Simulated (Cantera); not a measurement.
Fluorocarbon and chlorocarbon gases: CH₂F₂ + F₂

Charge: 1 mol CH₂F₂, 0.16 mol F₂, held at 220 Pa.

Cantera equilibrium calculation (NASA polynomials, part measured and part estimated; ideal gas, pure solids and liquids). Candidate condensed phases: C, C₆H₆, C₇H₈, C₈H₁₈; 95 gas species. Gases not in the tables: C₂F₆ and larger saturated fluorocarbons. Equilibrium is a limit: real reactors are often held back by kinetics, nucleation or transport.

From 1150 K to 1700 K the condensed part is C(graphite). The main C-bearing gas is CF₄ throughout.

| T (K) | log p HF | log p CF₄ | log p CF₂ | log p F | n C(graphite) |
|---|---|---|---|---|---|
| 1150 | -2.67 | -4.07 | -9.38 | -10.08 | 0.920 |
| 1200 | -2.67 | -4.07 | -8.85 | -9.48 | 0.920 |
| 1250 | -2.67 | -4.07 | -8.36 | -8.93 | 0.920 |
| 1300 | -2.67 | -4.07 | -7.91 | -8.42 | 0.920 |
| 1350 | -2.67 | -4.07 | -7.49 | -7.95 | 0.920 |
| 1400 | -2.67 | -4.07 | -7.10 | -7.51 | 0.920 |
| 1450 | -2.67 | -4.07 | -6.74 | -7.10 | 0.920 |
| 1500 | -2.67 | -4.07 | -6.41 | -6.72 | 0.920 |
| 1550 | -2.67 | -4.08 | -6.09 | -6.37 | 0.920 |
| 1600 | -2.67 | -4.08 | -5.80 | -6.04 | 0.919 |
| 1650 | -2.68 | -4.08 | -5.53 | -5.72 | 0.919 |
| 1700 | -2.68 | -4.09 | -5.27 | -5.43 | 0.918 |
log p: log10 of the partial pressure in bar; n: condensed amount in mol.
